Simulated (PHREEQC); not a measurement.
**Acid mine or pickling water: speciation**

Model water analysis in mg/L, 5 °C, pH 4.14, pe 8: Na 1.11; K 167; Ca 46.6; Mg 0.236; Cl 31.1; S(6) as SO4 289; Sr 0.524; Zn 0.84; F 2.09; Cu(2) 0.968.

Valence states are taken as typed.

Model: ion-association model, wateq4f.dat, run in PHREEQC.

No solid was allowed to form.

What ionic strength, charge-balance error does the model give?

ionic strength 0.0102 mol/kgw; charge-balance error -1.4 %.

In which forms is Sr present?

Sr+2 84 %, SrSO4 16 % of the Sr.

Species that the database lacks are ignored. At this temperature some constants are extrapolated from 25 °C, and those without enthalpy data are left unchanged.
